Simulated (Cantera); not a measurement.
Input: 1 mol Pb, a varied amount of CO, 72 mol N2, equilibrated at 1123.15 K and 1950 Torr.

Equilibrium computed with Cantera from the NASA thermochemical tables; the gas is ideal and each condensed phase is pure. Candidate condensed phases: C, Pb, PbO, PbO2, Pb3O4; 27 gas species. Equilibrium is a limit: real reactors are often held back by kinetics, nucleation or transport.

Q: At 3.7 mol CO, list the 4 most abundant gas species with their mole fractions, and the condensed phases.

A: N2 0.951, CO 0.0482, CO2 0.000363, Pb 7.05e-5. Condensed: C(graphite) + Pb(l).
